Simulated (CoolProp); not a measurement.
A single-stage vapour-compression cycle with R507A: evaporating at 282.15 K (dew point), condensing at 312.15 K (bubble point), superheat 10 K, subcooling 5 K, compressor efficiency 0.8, no pressure losses. Each further row changes one setting.

Computed with CoolProp (reference Helmholtz-energy equation of state, Lemmon 2003). It is a pseudo-pure fit of the blend.

```csv
case,cooling COP,pressure ratio,discharge temperature (K),refrigerating effect (kJ/kg),volumetric capacity (kJ/m³)
as stated,6.22,2.22,328.0,127,5050
evaporating temperature 287.15 K,7.78,1.92,(withheld),(withheld),5980
condensing temperature 307.15 K,(withheld),1.97,322.1,135,5370
subcooling 10 K,(withheld),2.22,328.0,135,5370
superheat 20 K,6.29,2.22,337.6,137,(withheld)
compressor efficiency 0.7,5.44,2.22,330.4,127,5050
```

Problem. What belongs in the gaps?

Solution. 
- evaporating temperature 287.15 K, discharge temperature (K): 327.0
- evaporating temperature 287.15 K, refrigerating effect (kJ/kg): 129
- condensing temperature 307.15 K, cooling COP: 7.77
- subcooling 10 K, cooling COP: 6.61
- superheat 20 K, volumetric capacity (kJ/m³): 5150
